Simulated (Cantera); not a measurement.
# Equilibrium for silicon carbide growth: SiH4 + C2H4 + H2

Feed: 1 mol SiH4, 0.42 mol C2H4, 14 mol H2, equilibrated at 25.0 mbar.

Cantera equilibrium calculation (NASA polynomials, part measured and part estimated; ideal gas, pure solids and liquids). Candidate condensed phases: C, C6H6, C7H8, C8H18, Si, SiC; 87 gas species. Mutual solubility and eutectic melting of coexisting phases are not modelled. Gases not in the tables: Si2H6 and higher silanes. Kinetics and transport are ignored.

From 973 K to 1573 K the condensed part is Si(s) + SiC(s). From 1723 K to 2023 K the condensed part is Si(l) + SiC(s). From 2173 K to 2323 K the condensed part is SiC(s). At 2473 K the condensed part is C(graphite).

```json
[
 {"T (K)": "973", "x H2": "1.000", "x H": "6.84e-9", "x Si": "<1e-12", "x SiC2": "<1e-12", "x C2H2 (acetylene)": "<1e-12", "n Si(s)": "0.160", "n SiC(s)": "0.840", "n Si(l)": "0", "n C(graphite)": "0"},
 {"T (K)": "1123", "x H2": "1.000", "x H": "2.69e-7", "x Si": "2.57e-12", "x SiC2": "<1e-12", "x C2H2 (acetylene)": "<1e-12", "n Si(s)": "0.160", "n SiC(s)": "0.840", "n Si(l)": "0", "n C(graphite)": "0"},
 {"T (K)": "1273", "x H2": "1.000", "x H": "4.51e-6", "x Si": "7.22e-10", "x SiC2": "<1e-12", "x C2H2 (acetylene)": "2.44e-12", "n Si(s)": "0.160", "n SiC(s)": "0.840", "n Si(l)": "0", "n C(graphite)": "0"},
 {"T (K)": "1423", "x H2": "1.000", "x H": "4.20e-5", "x Si": "6.11e-8", "x SiC2": "<1e-12", "x C2H2 (acetylene)": "9.67e-11", "n Si(s)": "0.160", "n SiC(s)": "0.840", "n Si(l)": "0", "n C(graphite)": "0"},
 {"T (K)": "1573", "x H2": "1.000", "x H": "0.000257", "x Si": "2.20e-6", "x SiC2": "<1e-12", "x C2H2 (acetylene)": "1.89e-9", "n Si(s)": "0.160", "n SiC(s)": "0.840", "n Si(l)": "0", "n C(graphite)": "0"},
 {"T (K)": "1723", "x H2": "0.999", "x H": "0.00115", "x Si": "3.93e-5", "x SiC2": "9.95e-11", "x C2H2 (acetylene)": "2.51e-8", "n Si(s)": "0", "n SiC(s)": "0.840", "n Si(l)": "0.159", "n C(graphite)": "0"},
 {"T (K)": "1873", "x H2": "0.995", "x H": "0.00407", "x Si": "0.000353", "x SiC2": "8.53e-9", "x C2H2 (acetylene)": "3.42e-7", "n Si(s)": "0", "n SiC(s)": "0.840", "n Si(l)": "0.152", "n C(graphite)": "0"},
 {"T (K)": "2023", "x H2": "0.985", "x H": "0.0119", "x Si": "0.00228", "x SiC2": "3.73e-7", "x C2H2 (acetylene)": "3.13e-6", "n Si(s)": "0", "n SiC(s)": "0.839", "n Si(l)": "0.113", "n C(graphite)": "0"},
 {"T (K)": "2173", "x H2": "0.961", "x H": "0.0299", "x Si": "0.00798", "x SiC2": "1.35e-5", "x C2H2 (acetylene)": "4.15e-5", "n Si(s)": "0", "n SiC(s)": "0.831", "n Si(l)": "0", "n C(graphite)": "0"},
 {"T (K)": "2323", "x H2": "0.919", "x H": "0.0660", "x Si": "0.0113", "x SiC2": "0.000643", "x C2H2 (acetylene)": "0.00170", "n Si(s)": "0", "n SiC(s)": "0.739", "n Si(l)": "0", "n C(graphite)": "0"},
 {"T (K)": "2473", "x H2": "0.816", "x H": "0.127", "x Si": "0.0339", "x SiC2": "0.00813", "x C2H2 (acetylene)": "0.00787", "n Si(s)": "0", "n SiC(s)": "0", "n Si(l)": "0", "n C(graphite)": "0.143"}
]
```
x: gas mole fraction; n: condensed amount in mol.
